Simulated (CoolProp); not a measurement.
Aqueous potassium carbonate as a coolant, 36 % by mass, freezing at -28.6 °C, 1 atm.

Values from CoolProp's Melinder's fits for secondary coolants.

```
T (°C)  Prandtl number  density (kg/m³)  cp (kJ/(kg K))  conductivity (W/(m K))
------  --------------  ---------------  --------------  ----------------------
-22.3             81.8             1385           2.726                   0.493
-17.6             64.7             1384           2.733                   0.501
-13               52.4             1382           2.741                   0.508
-8.3               ___              ___           2.749                     ___
-3.7              35.9             1379           2.757                     ___
1                 30.3             1377           2.766                   0.531
5.6               26.0             1375           2.774                   0.538
10.3              22.5             1372           2.783                   0.546
14.9              19.7             1370           2.791                   0.553
19.6              17.4             1368           2.800                     ___
24.2              15.5             1365           2.809                     ___
28.9              13.9             1363           2.818                   0.576
33.5               ___             1360           2.827                   0.583
38.2              11.2             1357           2.837                   0.590
```

What belongs in the gaps?


- -8.3, Prandtl number: 42.9
- -8.3, density (kg/m³): 1380
- -8.3, conductivity (W/(m K)): 0.516
- -3.7, conductivity (W/(m K)): 0.523
- 19.6, conductivity (W/(m K)): 0.561
- 24.2, conductivity (W/(m K)): 0.568
- 33.5, Prandtl number: 12.5
